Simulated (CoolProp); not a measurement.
Methanol at several states: Z from the reference equation and from simpler models built on Tc = 513.4 K, pc = 8.216 MPa, ω = 0.565; each cubic takes its own stable root.

Model: reference Helmholtz-energy equation of state, de Reuck 1993, in CoolProp.

```
T (K)  p (MPa)   phase  reference
-----  -------  ------  ---------
414.2     16.6  liquid     0.2238
367.9    0.509  liquid   0.007435
368       7.15  liquid     0.1030
182.1     2.52  liquid    0.05929
456.7   0.0378     gas     0.9976
```

Problem. How far does each simpler model (Redlich-Kwong, Soave-Redlich-Kwong, Peng-Robinson) lie from the reference over these 5 states: mean and median of the absolute difference, and the worst?

Solution. 
- Redlich-Kwong: mean 2544.3 %, median 42.2 %, worst +12596.7 % at 367.9 K and 0.509 MPa
- Soave-Redlich-Kwong: mean 26.3 %, median 31.5 %, worst +34.9 % at 182.1 K and 2.52 MPa
- Peng-Robinson: mean 14.4 %, median 16.5 %, worst +20.6 % at 182.1 K and 2.52 MPa

At some of these states Redlich-Kwong gives the other phase, because its saturation line lies elsewhere.
